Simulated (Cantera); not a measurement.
What does this Cantera script print?

```python
import numpy as np
import cantera as ct

gas = ct.Solution("h2o2.yaml")
gas.TPX = 425, 520000, {'H2': 1, 'O2': 0.185, 'N2': 0.696}
flame = ct.FreeFlame(gas, width=0.013)
flame.set_refine_criteria(ratio=3, slope=0.08, curve=0.16)
flame.transport_model = "mixture-averaged"
flame.solve(loglevel=0, auto=True)
z, T = flame.grid, flame.T
thick = (T[-1] - T[0]) / np.gradient(T, z).max()
show = ['H2', 'O2', 'OH', 'H2O', 'O', 'H']
print(f"laminar burning velocity  {flame.velocity[0] * 100:.3f} cm/s")
print(f"burnt temperature         {T[-1]:.1f} K")
print(f"thermal thickness         {thick * 1e3:.4f} mm")
print(f"grid points               {len(z)}")
z0 = z[flame.heat_release_rate.argmax()]
print(f"{'z/mm':>9s}{'T/K':>9s}{'u/(m/s)':>9s}" + "".join(f"{s:>11s}" for s in show))
rows = []
for k in (-3, -2, -1.5, -1, -0.5, -0.25, 0, 0.25, 0.5, 1, 2, 4, 8):
    zz = z0 + k * thick
    rows.append([k * thick, np.interp(zz, z, T), np.interp(zz, z, flame.velocity),
                 *(np.interp(zz, z, flame.X[gas.species_index(s)]) for s in show)])
    print(f"{rows[-1][0] * 1e3:9.3f}{rows[-1][1]:9.1f}{rows[-1][2]:9.3f}" + "".join(f"{x:11.3e}" for x in rows[-1][3:]))
```

Result:

```
laminar burning velocity  394.834 cm/s
burnt temperature         1957.5 K
thermal thickness         0.0537 mm
grid points               108
     z/mm      T/K  u/(m/s)         H2         O2         OH        H2O          O          H
   -0.161    425.0    3.948  5.316e-01  9.835e-02  1.122e-13  5.709e-09  1.320e-11  1.964e-14
   -0.107    425.1    3.949  5.316e-01  9.836e-02  4.105e-12  2.233e-07  4.793e-10  7.223e-13
   -0.081    425.6    3.952  5.314e-01  9.841e-02  3.806e-11  2.219e-06  4.239e-09  6.651e-12
   -0.054    430.3    3.986  5.300e-01  9.870e-02  2.058e-09  4.698e-05  7.044e-08  3.632e-10
   -0.027    542.6    4.892  5.129e-01  9.971e-02  4.246e-05  4.905e-03  8.737e-06  4.572e-05
   -0.013    857.9    7.492  4.781e-01  8.935e-02  5.085e-04  3.560e-02  1.333e-04  2.457e-03
    0.000   1217.3   10.427  4.305e-01  6.408e-02  7.717e-04  9.157e-02  5.688e-04  1.215e-02
    0.013   1465.5   12.488  3.876e-01  3.420e-02  1.129e-03  1.493e-01  8.067e-04  2.440e-02
    0.027   1602.5   13.641  3.627e-01  1.465e-02  1.207e-03  1.862e-01  5.426e-04  3.125e-02
    0.054   1716.5   14.574  3.502e-01  2.350e-03  1.113e-03  2.100e-01  1.558e-04  3.138e-02
    0.107   1796.9   15.188  3.530e-01  1.201e-04  9.528e-04  2.154e-01  5.249e-05  2.381e-02
    0.215   1859.6   15.649  3.584e-01  8.158e-06  7.044e-04  2.168e-01  2.320e-05  1.548e-02
    0.430   1903.5   15.965  3.627e-01  2.527e-06  4.561e-04  2.178e-01  8.734e-06  9.201e-03
```

Detailed kinetics in Cantera: the H2/O2 subset of GRI-Mech 3.0, which has no nitrogen chemistry. The hydrogen kinetics of GRI-Mech 3.0 are dated; newer H2 mechanisms differ, most at raised pressure. Burning velocities carry a grid error of a few per cent, more on coarse grids.
